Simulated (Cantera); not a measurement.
Feed: 1 mol Ti, a varied amount of H2O, 280 mol H2, at 8.80 mbar.

Equilibrium computed with Cantera from the NASA thermochemical tables; the gas is ideal and each condensed phase is pure. Candidate condensed phases: H2O, Ti, TiO, TiO2, Ti2O3, Ti3O5, Ti4O7; 12 gas species. Mutual solubility and eutectic melting of coexisting phases are not modelled. Condensed phases not in the tables: Magnéli phases beyond Ti4O7. Equilibrium is a limit: real reactors are often held back by kinetics, nucleation or transport.

Question: What condenses at these points (T in K, n(H2O) in mol): (1325, 9.6); (1575, 3.1); (1375, 4.9); (1175, 2); (1275, 2); (1325, 2.5); (1425, 3.9)?

Answer: 
| T (K) | n(H2O) in mol | condensed phases | Ti condensed (%) |
|---|---|---|---|
| 1325 | 9.6 | TiO2 | 100.0 |
| 1575 | 3.1 | Ti3O5 | 100.0 |
| 1375 | 4.9 | TiO2 | 100.0 |
| 1175 | 2 | TiO2 + Ti4O7 | 100.0 |
| 1275 | 2 | Ti4O7 | 100.0 |
| 1325 | 2.5 | Ti4O7 | 100.0 |
| 1425 | 3.9 | Ti4O7 | 100.0 |
